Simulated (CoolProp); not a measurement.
Saturation properties of R124 (Tc = 395.4 K, pc = 3.624 MPa, ω = 0.288).

Model: reference Helmholtz-energy equation of state, de Vries 1995, in CoolProp.

| T (K) | p (MPa) | liquid density (kg/m³) | liquid cp (kJ/(kg K)) | surface tension (mN/m) | liquid viscosity (µPa s) |
|---|---|---|---|---|---|
| 291.9 | 0.3140 | 1377 | 1.120 | 10.4 | 268 |
| 299.4 | 0.3976 | 1351 | 1.138 | 9.51 | 245 |
| 307 | 0.4986 | 1324 | 1.157 | 8.62 | … |
| 314.6 | 0.6177 | 1296 | 1.179 | 7.74 | 204 |
| 322.2 | … | 1267 | 1.203 | 6.87 | 186 |
| 329.7 | 0.9159 | 1236 | 1.232 | 6.04 | 170 |
| 337.3 | 1.101 | 1204 | 1.266 | 5.21 | 155 |
| 344.9 | … | 1169 | 1.308 | 4.41 | 141 |
| 352.4 | 1.551 | 1131 | 1.362 | 3.64 | 128 |
| 360 | 1.823 | 1089 | 1.435 | 2.88 | 116 |
| 367.6 | 2.130 | 1041 | 1.544 | 2.16 | 104 |
| 375.2 | 2.476 | 985.8 | 1.725 | 1.47 | 92.5 |
| 382.7 | 2.859 | 916.9 | 2.099 | 0.846 | 81.2 |

Q: Some entries are withheld; supply them.

A: 
- 307, liquid viscosity (µPa s): 223
- 322.2, p (MPa): 0.7569
- 344.9, p (MPa): 1.313

It boils at 261.2 K under 1 atm.

Viscosity comes from a separate model (Bell 2016), an estimate that may be off by 10 % or more. Surface tension comes from a separate correlation (Mulero 2012).
